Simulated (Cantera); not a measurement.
Cantera run:

```python
import numpy as np
import cantera as ct

gas_names = """
    H H2 N NH NH2 NH3 N2 N2H2 N2H4 Si SiH SiH2 SiH3 SiH4 SiN Si2 Si2N Si3
""".split()
cond_names = """
    Si(cr) Si(L) Si3N4(a)
""".split()


# ... load() reads the species with a 1 bar reference pressure and builds the phases ...
atoms = {
    'trisilylamine': {'Si': 3, 'N': 1, 'H': 9},
    'NH3': {'N': 1, 'H': 3},
    'H2': {'H': 2},
}
top_T = {'Si3N4(a)': 2400}  # K; cautious upper limits of use, not melting points


# ... equilibrate(T, P, feed) seeds the gas with the atoms and calls Mixture.equilibrate('TP', solver="vcs", rtol=1e-11, max_steps=5000) ...
results = []
T = 873  # K
P = 1000  # Pa
for m in [0.3, 1, 1.7, 2.4, 3.1, 3.8, 4.5, 5.2]:
    feed = {'trisilylamine': 1, 'NH3': m, 'H2': 3.1}  # mol
    mix = equilibrate(T, P, feed)
    results.append((T, P, feed, dict(zip(mix.species_names, mix.species_moles))))

top = {s: max(r[3][s] / sum(r[3][g] for g in gas_names) for r in results) for s in gas_names}
cols = sorted((s for s in top if top[s] > 0.001), key=lambda s: -top[s])[:9]
seen = [c for c in cond_names if any(r[3].get(c, 0) > 1e-12 for r in results)]
print("log10 of partial pressures in bar; condensed amounts in mol")
print(f"{'n(NH3)':>10s}" + "".join(f"{s[:9]:>10s}" for s in cols + seen))
for T, P, feed, n in results:
    ng = sum(n[g] for g in gas_names)
    print(f"{feed['NH3']:10.4g}" + "".join(f"{np.log10(max(n[s] / ng * P / 1e5, 1e-99)):10.3f}" for s in cols)
          + "".join(f"{n.get(c, 0):10.4g}" for c in seen))
```

Result:

```
log10 of partial pressures in bar; condensed amounts in mol
    n(NH3)        H2        N2    Si(cr)  Si3N4(a)
       0.3    -2.000   -13.625     2.025     0.325
         1    -2.000   -13.625       1.5       0.5
       1.7    -2.000   -13.625     0.975     0.675
       2.4    -2.000   -13.625      0.45      0.85
       3.1    -2.002    -4.391         0         1
       3.8    -2.013    -3.535         0         1
       4.5    -2.022    -3.304         0         1
       5.2    -2.030    -3.176         0         1
```

Cantera equilibrium calculation (NASA polynomials, part measured and part estimated; ideal gas, pure solids and liquids). The feed counts by its element totals alone.
